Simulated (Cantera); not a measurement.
Feed: 1 mol Si, 1.5 mol Cl₂, 4.2 mol H₂, held at 1050 Torr.

Method: chemical equilibrium by Gibbs-energy minimisation in Cantera with the NASA 1993 tables (ideal gas, pure condensed phases). Candidate condensed phases: Si; 19 gas species. The tables' values for SiCl₃ are old estimates; treat these amounts as uncertain. Rates play no part. All values below are at 575 °C.

Base state: H₂ 0.827, SiCl₄ 0.104, SiHCl₃ 0.0630, SiH₂Cl₂ 0.00333, HCl 0.00222, SiCl₃ 0.000101, SiH₃Cl 4.18e-5 (mole fractions); condensed: Si(s).

Task: What changes in the equilibrium state with this change: pressure from 1050 Torr to 9750 Torr?

Result: 
```csv
species,before,after
H₂,0.827,0.816
SiHCl₃,0.0630,0.0914
SiCl₄,0.104,0.0823
SiH₃Cl,4.18e-5,0.000205
SiH₂Cl₂,0.00333,0.00890
"Si(s), mol",0.168,0.119
```
